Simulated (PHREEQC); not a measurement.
Make-up at 25 °C: 64 mmol/kgw H2SO4 and 110 mmol/kgw MnSO4. Closed to the air; pH follows from the charge balance.

All values are PHREEQC results (Pitzer model, pitzer.dat), not measurements.

This is a speciation only: nothing precipitates in the calculation.

**Question.** Predict the pH, density, ionic strength.

**Answer.** pH 1.43; density 1.017 g/cm³; ionic strength 0.486 mol/kgw.

**Question.** In which forms is S present?

**Answer.** SO4-2 58 %, HSO4- 42 % of the S.

Species that the database lacks are ignored.
